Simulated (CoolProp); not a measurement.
Vapour-liquid equilibrium of propane (1) + isohexane (2) at 234.3 K; x and y are mole fractions of (1).

Model: multi-fluid Helmholtz-energy mixture model, Lemmon 2009 and Lemmon 2006; pair parameters Bell 2016, in CoolProp.

Q: Give the bubble pressure and the first vapour's composition at x = 0.35, 0.65, 0.95. Is there an azeotrope?

A: x = 0.35: 0.04363 MPa, y = 0.987; x = 0.65: 0.07718 MPa, y = 0.996; x = 0.95: 0.1108 MPa, y = 0.999. No azeotrope shows between x = 0.05 and 0.95.

The pair parameters rest on a limited set of measurements; away from them the model extrapolates.
